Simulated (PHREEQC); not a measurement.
Dissolve 0.00042 mol Na2HAsO4, 0.0053 mol HCl and 0.13 mol CaCl2 per kg of water at 25 °C. Closed to the air; pH follows from the charge balance.

All values are PHREEQC results (ion-association model, wateq4f.dat), not measurements.

This is a speciation only: nothing precipitates in the calculation.

### Question
What pH does the model give?

### Answer
pH 2.44.

### Question
In which forms is As present?

### Answer
H2AsO4- 67 %, H3AsO4 33 % of the As.

The database has no arsenate complexes of Ca.
